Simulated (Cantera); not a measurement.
Charge: 1 mol Si, 0.011 mol Br₂, a varied amount of N₂, at 750 K and 27.0 mbar.

Equilibrium computed with Cantera from the NASA thermochemical tables; the gas is ideal and each condensed phase is pure. Candidate condensed phases: Br₂, Si, Si₃N₄; 13 gas species. N₂ is the only nitrogen source here; it is nearly inert below about 1500 K, so the nitride shown seldom forms there in practice. Kinetics and transport are ignored.

Q: Which condensed phases are stable at each of these points (n(N₂) (mol)): 0.3, 0.42, 0.58, 0.81, 1.1, 1.6, 2.2, 3, 4.2, 5.8, 8.1?

A: 
| n(N₂) (mol) | condensed phases | Si condensed (%) |
|---|---|---|
| 0.3 | Si(s) + Si₃N₄(s) | 99.4 |
| 0.42 | Si(s) + Si₃N₄(s) | 99.4 |
| 0.58 | Si(s) + Si₃N₄(s) | 99.4 |
| 0.81 | Si₃N₄(s) | 99.5 |
| 1.1 | Si₃N₄(s) | 99.5 |
| 1.6 | Si₃N₄(s) | 99.5 |
| 2.2 | Si₃N₄(s) | 99.5 |
| 3 | Si₃N₄(s) | 99.5 |
| 4.2 | Si₃N₄(s) | 99.5 |
| 5.8 | Si₃N₄(s) | 99.5 |
| 8.1 | Si₃N₄(s) | 99.5 |

From 0.3 mol N₂ to 0.58 mol N₂ the condensed part is Si(s) + Si₃N₄(s). From 0.81 mol N₂ to 8.1 mol N₂ the condensed part is Si₃N₄(s).
